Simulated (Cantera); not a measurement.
A perfectly stirred reactor is fed with C3H8 : H2 = 1 : 4.4 (molar parts), at 0.0158 atm; it is held at 1900 K, and followed from long to short residence time.

Model: GRI-Mech 3.0 (53 species, 325 reactions), integrated in Cantera. GRI-Mech 3.0 was tuned for natural gas; its chemistry of propane as a main component is partial and can be far from experiment. GRI-Mech 3.0 stops at C3 and has no aromatics, soot or wall deposition, so with more carbon than oxygen in the feed, carbon stays in small species such as C2H2 where larger ones or solid carbon would form. Radical loss at walls, strong at low pressure, is not modelled.

Task: What does this change do: H2 4.4 to 15 parts?

Result: 
```tsv
quantity	before	after
x(C3H8) at τ = 0.300 s	1.39e-5	5.73e-6
x(H2) at τ = 0.300 s	0.803	0.909
x(C2H) at τ = 0.300 s	1.23e-5	5.01e-6
x(H) at τ = 0.300 s	0.00441	0.00479
x(C2H6) at τ = 0.300 s	3.78e-6	1.51e-6
x(C3H8) at τ = 39.0 ms	0.000107	4.44e-5
x(H2) at τ = 39.0 ms	0.781	0.897
x(C2H) at τ = 39.0 ms	1.21e-5	4.50e-6
x(H) at τ = 39.0 ms	0.00455	0.00484
x(C2H6) at τ = 39.0 ms	2.66e-5	9.71e-6
```
